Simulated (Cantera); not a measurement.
A Cantera script and its output.

```python
import numpy as np
import cantera as ct

gas = ct.Solution("h2o2.yaml")
gas.TPX = 1223, 170, {'H2': 0.29, 'O2': 1}
reactor = ct.IdealGasConstPressureReactor(gas, energy="off", clone=False)
net = ct.ReactorNet([reactor])
net.rtol, net.atol = 1e-08, 1e-18
show = ['H2', 'O2', 'H2O', 'O', 'OH', 'H2O2', 'H']
times = np.geomspace(0.0002, 30, 10)

steps = ct.SolutionArray(gas, extra=["t"])
rows = []
print(f"{'t/s':>10s}{'T/K':>9s}{'P/Pa':>11s}" + "".join(f"{s:>11s}" for s in show))
for t in times:
    while net.time < t:
        t_next = net.step()
        steps.append(gas.state, t=t_next)
    rows.append([np.interp(t, steps.t, y) for y in (steps.T, steps.P, *steps(*show).X.T)])
    print(f"{t:10.3e}{rows[-1][0]:9.1f}{rows[-1][1]:11.4g}" + "".join(f"{x:11.3e}" for x in rows[-1][2:]))
rate = np.gradient(steps.T, steps.t)
print("integrator steps:", len(steps.t))
if steps.T.max() > steps.T[0] + 200:
    print(f"time of steepest temperature rise: {steps.t[rate.argmax()]:.4e} s")
gas.TPX = 1223, 170, {'H2': 0.29, 'O2': 1}
gas.equilibrate("TP")
print(f"equilibrium (TP): T = {gas.T:.1f} K  " + "  ".join(f"{s} {gas[s].X[0]:.3e}" for s in show))
```

It prints:

```
       t/s      T/K       P/Pa         H2         O2        H2O          O         OH       H2O2          H
 2.000e-04   1223.0        170  2.248e-01  7.752e-01  6.902e-10  1.288e-09  1.031e-09  1.767e-12  5.659e-09
 7.519e-04   1223.0        170  2.248e-01  7.752e-01  2.501e-08  1.611e-08  1.046e-08  2.489e-11  3.243e-08
 2.827e-03   1223.0        170  2.248e-01  7.752e-01  4.392e-06  1.657e-06  1.021e-06  3.484e-10  2.822e-06
 1.063e-02   1223.0        170  1.842e-02  6.543e-01  1.574e-01  7.178e-02  1.331e-02  5.003e-08  8.476e-02
 3.995e-02   1223.0        170  1.083e-02  6.482e-01  1.707e-01  8.114e-02  1.116e-02  3.717e-08  7.800e-02
 1.502e-01   1223.0        170  9.873e-03  6.619e-01  1.830e-01  7.044e-02  1.077e-02  4.142e-08  6.396e-02
 5.646e-01   1223.0        170  6.319e-03  6.996e-01  2.164e-01  4.032e-02  8.853e-03  5.381e-08  2.847e-02
 2.123e+00   1223.0        170  1.117e-03  7.389e-01  2.477e-01  6.579e-03  3.818e-03  5.116e-08  1.896e-03
 7.980e+00   1223.0        170  7.176e-05  7.459e-01  2.526e-01  4.190e-04  9.724e-04  1.713e-08  3.047e-05
 3.000e+01   1223.0        170  7.105e-06  7.466e-01  2.531e-01  4.154e-05  3.065e-04  4.445e-09  9.514e-07
integrator steps: 1601
equilibrium (TP): T = 1223.0 K  H2 1.454e-07  O2 7.467e-01  H2O 2.533e-01  O 8.523e-07  OH 4.392e-05  H2O2 2.646e-10  H 2.799e-09
```

Cantera simulation using the H2/O2 subset of GRI-Mech 3.0, which has no nitrogen chemistry; the numbers are that mechanism's predictions, not measurements. Radical loss at walls, strong at low pressure, is not modelled. The temperature is held fixed by assumption; the heat of reaction is taken as removed at once.
